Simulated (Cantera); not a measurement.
An isothermal plug-flow reactor at 950 K and 5.00 bar (inlet), inlet velocity 0.35 m/s, active area per volume 110 1/m; feed 0.249 % CO, 1.81 % O2, 89.5 % N2, 8.39 % H2O.

Model: Deutschmann's 1995 Pt surface mechanism with GRI-Mech 3.0 gas chemistry, integrated in Cantera. Catalytic surfaces can have several steady states; this one follows from the mechanism file's or the stated starting coverage. Mass transfer to the wall is taken as infinitely fast.

One state of this run: x CO = 0.000197; x O2 = 0.0170; x H2O = 0.0840; x CO2 = 0.00230; θ free Pt = 0.159; θ O* = 0.827; θ OH* = 0.0127; θ CO* = 0.000280. x: gas mole fraction; θ: surface coverage.

**Question.** Which value of z (m) does it belong to?
(A) 0.00048
(B) 0.00015
(C) 8.6e-05
(D) 0.0015

**Answer.** A, 0.00048
